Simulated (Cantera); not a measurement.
Adiabatic ignition

An adiabatic, constant-volume homogeneous reactor starts with 5.20 % CH4, 0.125 % C2H6, 0.539 % C3H8, 18.9 % O2, 71.0 % N2, 4.24 % CO2, equivalence ratio 0.72, at 1375 K and 290000 Pa.

Cantera simulation using GRI-Mech 3.0 (53 species, 325 reactions); the numbers are that mechanism's predictions, not measurements.

```json
[
 {"t (s)": "6.00e-6", "T (K)": "1375", "P (bar)": "2.90", "x CH4": "0.0520", "x C2H6": "0.00125", "x C3H8": "0.00537", "x NO": "<1e-12", "x CH2CO": "6.37e-10", "x H": "1.79e-7", "x HO2": "7.57e-6"},
 {"t (s)": "1.51e-5", "T (K)": "1375", "P (bar)": "2.90", "x CH4": "0.0520", "x C2H6": "0.00125", "x C3H8": "0.00534", "x NO": "<1e-12", "x CH2CO": "1.03e-8", "x H": "3.06e-7", "x HO2": "1.73e-5"},
 {"t (s)": "3.82e-5", "T (K)": "1375", "P (bar)": "2.90", "x CH4": "0.0518", "x C2H6": "0.00126", "x C3H8": "0.00524", "x NO": "<1e-12", "x CH2CO": "2.28e-7", "x H": "6.51e-7", "x HO2": "2.16e-5"},
 {"t (s)": "9.62e-5", "T (K)": "1377", "P (bar)": "2.91", "x CH4": "0.0514", "x C2H6": "0.00140", "x C3H8": "0.00489", "x NO": "<1e-12", "x CH2CO": "3.27e-6", "x H": "9.21e-7", "x HO2": "2.45e-5"},
 {"t (s)": "0.000243", "T (K)": "1393", "P (bar)": "2.95", "x CH4": "0.0492", "x C2H6": "0.00180", "x C3H8": "0.00369", "x NO": "2.69e-12", "x CH2CO": "4.95e-5", "x H": "2.69e-6", "x HO2": "6.04e-5"},
 {"t (s)": "0.000612", "T (K)": "2740", "P (bar)": "5.92", "x CH4": "<1e-12", "x C2H6": "<1e-12", "x C3H8": "<1e-12", "x NO": "0.00387", "x CH2CO": "<1e-12", "x H": "0.00161", "x HO2": "1.57e-5"},
 {"t (s)": "0.00154", "T (K)": "2727", "P (bar)": "5.89", "x CH4": "<1e-12", "x C2H6": "<1e-12", "x C3H8": "<1e-12", "x NO": "0.0121", "x CH2CO": "<1e-12", "x H": "0.00152", "x HO2": "1.44e-5"},
 {"t (s)": "0.00389", "T (K)": "2722", "P (bar)": "5.88", "x CH4": "<1e-12", "x C2H6": "<1e-12", "x C3H8": "<1e-12", "x NO": "0.0150", "x CH2CO": "<1e-12", "x H": "0.00150", "x HO2": "1.40e-5"},
 {"t (s)": "0.00981", "T (K)": "2722", "P (bar)": "5.88", "x CH4": "<1e-12", "x C2H6": "<1e-12", "x C3H8": "<1e-12", "x NO": "0.0151", "x CH2CO": "<1e-12", "x H": "0.00149", "x HO2": "1.40e-5"},
 {"t (s)": "0.0247", "T (K)": "2722", "P (bar)": "5.88", "x CH4": "<1e-12", "x C2H6": "<1e-12", "x C3H8": "<1e-12", "x NO": "0.0151", "x CH2CO": "<1e-12", "x H": "0.00149", "x HO2": "1.40e-5"},
 {"t (s)": "0.0624", "T (K)": "2722", "P (bar)": "5.88", "x CH4": "<1e-12", "x C2H6": "<1e-12", "x C3H8": "<1e-12", "x NO": "0.0151", "x CH2CO": "<1e-12", "x H": "0.00149", "x HO2": "1.40e-5"},
 {"t (s)": "0.157", "T (K)": "2722", "P (bar)": "5.88", "x CH4": "<1e-12", "x C2H6": "<1e-12", "x C3H8": "<1e-12", "x NO": "0.0151", "x CH2CO": "<1e-12", "x H": "0.00149", "x HO2": "1.40e-5"},
 {"t (s)": "0.397", "T (K)": "2722", "P (bar)": "5.88", "x CH4": "<1e-12", "x C2H6": "<1e-12", "x C3H8": "<1e-12", "x NO": "0.0151", "x CH2CO": "<1e-12", "x H": "0.00149", "x HO2": "1.40e-5"},
 {"t (s)": "1.00", "T (K)": "2722", "P (bar)": "5.88", "x CH4": "<1e-12", "x C2H6": "<1e-12", "x C3H8": "<1e-12", "x NO": "0.0151", "x CH2CO": "<1e-12", "x H": "0.00149", "x HO2": "1.40e-5"}
]
```
x: mole fraction; the columns are a selection and need not sum to one.

```json
{
  "time_of_steepest_temperature_rise": "0.383 ms",
  "temperature at 1.00 s": "2722 K",
  "equilibrium_temperature": "2722 K",
  "x(CH4) at 1.00 s": "<1e-12 (gas-phase equilibrium <1e-12)",
  "x(C2H6) at 1.00 s": "<1e-12 (gas-phase equilibrium <1e-12)",
  "x(C3H8) at 1.00 s": "<1e-12 (gas-phase equilibrium <1e-12)"
}
```
